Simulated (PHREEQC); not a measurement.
# Acid rinse or clean: an equilibrium model

Make-up at 90 °C: 0.0022 mol/kgw HBr, 0.023 mol/kgw AlCl3 and 0.24 mol/kgw MgCl2. Closed to the air; pH follows from the charge balance.

Computed with PHREEQC (ion-association model, phreeqc.dat).

The pH is 2.60 and the ionic strength is 0.858 mol/kgw. The activity of water is 0.986 and the density is 0.987 g/cm³. The total alkalinity is -2.20 meq/kg.

| species | molality | activity | log γ |
|---|---|---|---|
| Cl- | 0.549 | 0.317 | -0.238 |
| Mg+2 | 0.240 | 0.0573 | -0.622 |
| Al+3 | 0.0218 | 0.00116 | -1.272 |
| H+ | 0.00349 | 0.00252 | -0.141 |
| Br- | 0.00220 | 0.00116 | -0.279 |
| AlOH+2 | 0.00120 | 0.000189 | -0.802 |
| Al(OH)2+ | 4.55e-5 | 2.86e-5 | -0.201 |
| Al(OH)3 | 2.94e-8 | 3.58e-8 | 0.086 |
| MgOH+ | 1.52e-8 | 1.01e-8 | -0.178 |

Precipitation was switched off in this run. Ionic strength above about 0.7 mol/kgw puts this run outside the model's range. Species that the database lacks are ignored. At this temperature some constants are extrapolated from 25 °C, and those without enthalpy data are left unchanged.
